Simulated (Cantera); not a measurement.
Charge: 1 mol AlCl3, 3.9 mol N2, at 673 K and 1330 Pa.

Equilibrium computed with Cantera from the NASA thermochemical tables; the gas is ideal and each condensed phase is pure. Candidate condensed phases: Al, AlCl3, AlN; 11 gas species. Rates play no part.

Base state: N2 0.820, AlCl3 0.150, Al2Cl6 0.0299 (mole fractions); condensed: gas only.

Question: What changes in the equilibrium state with this change: temperature from 673 K to 1150 K?

Answer: 
```
species  before    after
-------  ------  -------
N2        0.820    0.796
AlCl3     0.150    0.204
Al2Cl6   0.0299  9.25e-6
```
